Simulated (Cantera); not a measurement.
An adiabatic, constant-pressure homogeneous reactor starts with CH₄ : H₂ : O₂ : N₂ = 1 : 0.052 : 2.11 : 7.94 (molar parts), equivalence ratio 0.96, at 1300 K and 9.87 atm.

Cantera simulation using GRI-Mech 3.0 (53 species, 325 reactions); the numbers are that mechanism's predictions, not measurements.

Q: Predict: time of steepest temperature rise; temperature at 0.500 s; equilibrium temperature; x(H₂) at 0.500 s; x(O₂) at 0.500 s; x(NO) at 0.500 s.

A: 
- time of steepest temperature rise: 0.915 ms
- temperature at 0.500 s: 2782 K
- equilibrium temperature: 2782 K
- x(H₂) at 0.500 s: 0.00863 (gas-phase equilibrium 0.00863)
- x(O₂) at 0.500 s: 0.0154 (gas-phase equilibrium 0.0154)
- x(NO) at 0.500 s: 0.00917 (gas-phase equilibrium 0.00917)
